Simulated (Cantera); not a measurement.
Thermodynamics of titanium nitride, carbide and oxide coatings, feed Ti(OiPr)4 + O2

Input: 1 mol Ti(OiPr)4, a varied amount of O2, at 0.420 bar.

Cantera equilibrium calculation (NASA polynomials, part measured and part estimated; ideal gas, pure solids and liquids). Candidate condensed phases: C, C6H6, C7H8, C8H18, H2O, Ti, TiC, TiO, TiO2, Ti2O3, Ti3O5, Ti4O7; 113 gas species. The feed counts by its element totals alone. Mutual solubility and eutectic melting of coexisting phases are not modelled. TiC: taken at fixed stoichiometry. Condensed phases not in the tables: Magnéli phases beyond Ti4O7. Rates play no part.

Stable condensed phases:

```
T in °C \ n(O2) in mol
         0.069  0.13  0.24  0.44  0.81   1.5   2.8   5.2   9.6
   1777      A     A     A     A     A     A     A     B     C
   1677      A     A     A     A     A     A     A     D     C
   1577      A     A     A     A     A     A     A     D     C
   1477      A     A     A     A     A     A     A     B     C
   1377      A     A     A     A     A     A     A     B     C
   1277      A     A     A     A     A     A     A     E     C
   1177      A     A     A     A     A     F     G     C     C
   1077      G     G     G     G     G     G     G     C     C
    977      H     H     H     H     H     H     I     C     C
    877      I     I     I     I     I     I     I     C     C
```

A: C + TiC; B: Ti4O7; C: TiO2; D: Ti3O5; E: TiO2 + Ti4O7; F: C + TiC + Ti3O5; G: C + Ti3O5; H: C + Ti4O7; I: C + TiO2.
